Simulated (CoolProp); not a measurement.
Vapour-liquid equilibrium of R1234yf (1) + R134a (2) at 2.15 bar; x and y are mole fractions of (1).

The numbers come from the multi-fluid Helmholtz-energy mixture model, Lemmon 2022 and Tillner-Roth 1994; pair parameters Bell 2022 in CoolProp.

### Question
Give the bubble temperature and the first vapour's composition at x = 0.5, 0.8, 0.95. Is there an azeotrope?

### Answer
x = 0.5: 262.0 K, y = 0.523; x = 0.8: 261.8 K, y = 0.793; x = 0.95: 262.1 K, y = 0.944. y crosses x between x = 0.65 and 0.725: the model has an azeotrope there.

Pair parameters are fitted to limited data, so mixtures are less certain than the pure fluids.
